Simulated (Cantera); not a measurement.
Cantera run:

```python
import numpy as np
import cantera as ct

gas_names = [...]  # 131 gases of nasa_gas.yaml made of C, H, O
cond_names = """
    C(gr) C6H6(L) C7H8(L) C8H18(L),n-octa H2O(s) H2O(L)
""".split()


# ... load() reads the species with a 1 bar reference pressure and builds the phases ...
atoms = {
    'CH3OH': {'C': 1, 'H': 4, 'O': 1},
    'H2': {'H': 2},
    'H2O': {'H': 2, 'O': 1},
}
top_T = {'C(gr)': 4500}  # K; cautious upper limits of use, not melting points


# ... equilibrate(T, P, feed) seeds the gas with the atoms and calls Mixture.equilibrate('TP', solver="vcs", rtol=1e-11, max_steps=5000) ...
results = []
feed = {'CH3OH': 1, 'H2': 3.7, 'H2O': 0.67}  # mol
P = 133.322  # Pa
for T in [2500, 2750, 3000, 3250, 3500, 3750, 4000, 4250, 4500, 4750, 5000]:
    mix = equilibrate(T, P, feed)
    results.append((T, P, feed, dict(zip(mix.species_names, mix.species_moles))))

top = {s: max(r[3][s] / sum(r[3][g] for g in gas_names) for r in results) for s in gas_names}
cols = sorted((s for s in top if top[s] > 0.0001), key=lambda s: -top[s])[:6]
seen = [c for c in cond_names if any(r[3].get(c, 0) > 1e-12 for r in results)]
print("log10 of partial pressures in bar; condensed amounts in mol")
print(f"{'T/K':>10s}" + "".join(f"{s[:9]:>10s}" for s in cols + seen))
for T, P, feed, n in results:
    ng = sum(n[g] for g in gas_names)
    print(f"{T:10.4g}" + "".join(f"{np.log10(max(n[s] / ng * P / 1e5, 1e-99)):10.3f}" for s in cols)
          + "".join(f"{n.get(c, 0):10.4g}" for c in seen))
```

Result:

```
log10 of partial pressures in bar; condensed amounts in mol
       T/K         H        H2        CO         O       H2O         C
      2500    -3.239    -3.278    -3.865    -4.977    -4.191   -14.345
      2750    -3.019    -3.708    -3.967    -4.351    -4.959   -12.996
      3000    -2.950    -4.297    -4.016    -4.229    -6.231   -11.433
      3250    -2.934    -4.881    -4.029    -4.212    -7.480    -9.994
      3500    -2.930    -5.403    -4.032    -4.209    -8.583    -8.739
      3750    -2.929    -5.860    -4.033    -4.208    -9.546    -7.647
      4000    -2.929    -6.263    -4.035    -4.207   -10.391    -6.692
      4250    -2.929    -6.619    -4.041    -4.199   -11.131    -5.859
      4500    -2.931    -6.939    -4.069    -4.164   -11.765    -5.168
      4750    -2.936    -7.233    -4.160    -4.082   -12.288    -4.665
      5000    -2.944    -7.504    -4.352    -3.980   -12.737    -4.351
```

Cantera equilibrium calculation (NASA polynomials, part measured and part estimated; ideal gas, pure solids and liquids).
